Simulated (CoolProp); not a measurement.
Vapour-liquid equilibrium of fluoroethane (R161) (1) + R134a (2) at 2.92 bar; x and y are mole fractions of (1).

Values from CoolProp's multi-fluid Helmholtz-energy mixture model, Wu 2012 and Tillner-Roth 1994; pair parameters Bell 2016.

```csv
x,bubble temperature (K),y at the bubble point,dew temperature at overall composition x (K),liquid density (mol/L)
0.05,272.6,0.064,272.7,12.84
0.2,271.1,0.252,271.6,13.30
0.35,269.5,0.429,270.3,13.79
0.5,267.8,0.593,268.8,14.30
0.65,265.9,0.738,267.1,14.84
0.8,264.0,0.864,265.1,15.41
0.95,262.1,0.970,262.5,16.00
```

No azeotrope shows between x = 0.05 and 0.95.

The pair parameters rest on a limited set of measurements; away from them the model extrapolates.
